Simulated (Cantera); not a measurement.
A Cantera script and its output.

```python
import numpy as np
import cantera as ct

gas = ct.Solution("h2o2.yaml")
gas.TPX = 475, 100000, {'H2': 1, 'O2': 0.2, 'N2': 0.7}
flame = ct.FreeFlame(gas, width=0.04)
flame.set_refine_criteria(ratio=3, slope=0.08, curve=0.16)
flame.transport_model = "mixture-averaged"
flame.solve(loglevel=0, auto=True)
z, T = flame.grid, flame.T
thick = (T[-1] - T[0]) / np.gradient(T, z).max()
show = ['H2', 'O2', 'H2O2', 'H', 'H2O', 'HO2']
print(f"laminar burning velocity  {flame.velocity[0] * 100:.3f} cm/s")
print(f"burnt temperature         {T[-1]:.1f} K")
print(f"thermal thickness         {thick * 1e3:.4f} mm")
print(f"grid points               {len(z)}")
z0 = z[flame.heat_release_rate.argmax()]
print(f"{'z/mm':>9s}{'T/K':>9s}{'u/(m/s)':>9s}" + "".join(f"{s:>11s}" for s in show))
rows = []
for k in (-3, -2, -1.5, -1, -0.5, -0.25, 0, 0.25, 0.5, 1, 2, 4, 8):
    zz = z0 + k * thick
    rows.append([k * thick, np.interp(zz, z, T), np.interp(zz, z, flame.velocity),
                 *(np.interp(zz, z, flame.X[gas.species_index(s)]) for s in show)])
    print(f"{rows[-1][0] * 1e3:9.3f}{rows[-1][1]:9.1f}{rows[-1][2]:9.3f}" + "".join(f"{x:11.3e}" for x in rows[-1][3:]))
```

Result:

```
laminar burning velocity  592.029 cm/s
burnt temperature         2062.5 K
thermal thickness         0.4216 mm
grid points               129
     z/mm      T/K  u/(m/s)         H2         O2       H2O2          H        H2O        HO2
   -1.265    475.0    5.920  5.263e-01  1.053e-01  4.050e-15  4.857e-16  1.222e-12  7.264e-13
   -0.843    475.0    5.920  5.263e-01  1.053e-01  2.694e-13  3.375e-14  6.735e-11  4.667e-11
   -0.632    475.0    5.920  5.263e-01  1.053e-01  1.531e-11  3.796e-12  2.840e-09  2.516e-09
   -0.422    475.1    5.921  5.263e-01  1.053e-01  2.003e-09  4.237e-09  2.514e-07  2.907e-07
   -0.211    510.4    6.314  5.214e-01  1.054e-01  9.747e-06  1.794e-04  1.283e-03  2.897e-04
   -0.105    777.0    9.351  4.874e-01  9.802e-02  1.914e-05  7.667e-03  2.424e-02  1.744e-04
    0.000   1161.4   13.613  4.047e-01  6.597e-02  1.715e-06  4.002e-02  9.540e-02  6.931e-05
    0.105   1417.8   16.535  3.279e-01  2.041e-02  5.914e-07  7.157e-02  1.829e-01  2.013e-05
    0.211   1529.9   17.788  3.056e-01  4.095e-03  3.064e-07  7.733e-02  2.153e-01  3.873e-06
    0.422   1630.8   18.847  3.071e-01  2.965e-04  2.041e-07  6.872e-02  2.241e-01  2.740e-07
    0.843   1732.4   19.875  3.163e-01  9.725e-05  1.357e-07  5.474e-02  2.262e-01  9.859e-08
    1.686   1831.6   20.855  3.258e-01  5.915e-05  7.600e-08  4.037e-02  2.283e-01  6.319e-08
    3.373   1915.5   21.665  3.341e-01  3.084e-05  3.805e-08  2.784e-02  2.303e-01  3.625e-08
```

Detailed kinetics in Cantera: the H2/O2 subset of GRI-Mech 3.0, which has no nitrogen chemistry. Burning velocities carry a grid error of a few per cent, more on coarse grids.
